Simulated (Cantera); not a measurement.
# Premixed flame

A freely propagating, adiabatic, planar premixed flame of H₂ : O₂ : N₂ = 1 : 0.455 : 1.55 (molar parts), unburnt at 475 K and 0.210 bar; multicomponent+Soret transport, grid criteria slope 0.08 and curve 0.16, no radiation.

Detailed kinetics in Cantera: the H2/O2 subset of GRI-Mech 3.0, which has no nitrogen chemistry. Burning velocities carry a grid error of a few per cent, more on coarse grids.

```
z (mm)  T (K)  u (m/s)    x H₂    x O₂      x H     x H₂O       x O      x OH
------  -----  -------  ------  ------  -------  --------  --------  --------
-9.44     475     4.52   0.333   0.151    <1e-8     <1e-8     <1e-8     <1e-8
-6.29     475     4.52   0.333   0.151    <1e-8     <1e-8     <1e-8     <1e-8
-4.72     475     4.52   0.333   0.151    <1e-8     <1e-8     <1e-8     <1e-8
-3.15     475     4.52   0.333   0.151    <1e-8     <1e-8     <1e-8     <1e-8
-1.57     480     4.54   0.328   0.152  6.26e-5  0.000210   2.79e-6   1.91e-5
-0.787    656     6.04   0.295   0.150  0.00641    0.0145  0.000164  0.000564
0        1119     9.98   0.163   0.100   0.0592     0.119   0.00680   0.00319
0.787    1424     12.6  0.0658  0.0365   0.0904     0.231    0.0139   0.00904
1.57     1552     13.7  0.0595  0.0279   0.0834     0.246    0.0142    0.0118
3.15     1698     14.8  0.0618  0.0245   0.0696     0.254    0.0132    0.0147
6.29     1860     16.0  0.0631  0.0210   0.0547     0.264    0.0114    0.0173
12.6     2027     17.3  0.0621  0.0172   0.0405     0.276   0.00896    0.0189
25.2     2186     18.4  0.0588  0.0134   0.0283     0.291   0.00640    0.0190
```
x: mole fraction of selected species; z is measured from the peak of heat release.

```yaml
laminar_burning_velocity: 452 cm/s
thermal_thickness: 3.15 mm
peak x(H): 0.0904
peak x(O): 0.0143
peak x(OH): 0.0192
grid_points: 142
```
